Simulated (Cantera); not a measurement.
A closed system holds: 1 mol Ta(OEt)₅, a varied amount of H₂O, held at 1673.15 K and 1000 Pa.

Cantera equilibrium calculation (NASA polynomials, part measured and part estimated; ideal gas, pure solids and liquids). Candidate condensed phases: C, C₆H₆, C₇H₈, C₈H₁₈, H₂O, Ta, TaC, Ta₂O₅; 113 gas species. The feed counts by its element totals alone. Mutual solubility and eutectic melting of coexisting phases are not modelled. TaC: taken at fixed stoichiometry. Condensed phases not in the tables: Ta₂C. Rates play no part.

x: gas mole fraction; n: condensed amount in mol.

```tsv
n(H₂O) (mol)	x H₂	x CO	x H₂O	x CO₂	x H	x C₂H₂ (acetylene)	x OH	n C(graphite)	n TaC(s)	n Ta₂O₅(s)
2.5	0.666	0.333	1.25e-6	1.89e-7	0.000931	3.80e-5	8.39e-11	1.50	1.00	0
2.9	0.660	0.339	1.26e-6	1.95e-7	0.000927	3.77e-5	8.49e-11	1.10	1.00	0
3.5	0.652	0.347	1.27e-6	2.04e-7	0.000921	3.72e-5	8.64e-11	0.498	1.00	0
4.1	0.646	0.352	0.000873	0.000144	0.000917	7.90e-11	5.96e-8	0	0.979	0.0106
4.8	0.651	0.347	0.000876	0.000141	0.000920	7.81e-11	5.96e-8	0	0.779	0.110
5.7	0.656	0.342	0.000879	0.000139	0.000924	7.70e-11	5.96e-8	0	0.522	0.239
6.8	0.662	0.336	0.000882	0.000136	0.000928	7.58e-11	5.95e-8	0	0.208	0.396
8	0.657	0.326	0.0143	0.00213	0.000924	<1e-12	?	0	0	0.500
9.5	0.632	0.304	0.0545	0.00794	0.000907	<1e-12	?	0	0	0.500
11	0.609	0.285	0.0915	0.0130	0.000890	<1e-12	?	0	0	0.500
13	0.581	0.263	0.136	0.0186	0.000870	<1e-12	?	0	0	0.500
```

Problem. What belongs in the gaps?

Solution. 
- 8, x OH: 9.65e-7
- 9.5, x OH: 3.76e-6
- 11, x OH: 6.43e-6
- 13, x OH: 9.81e-6
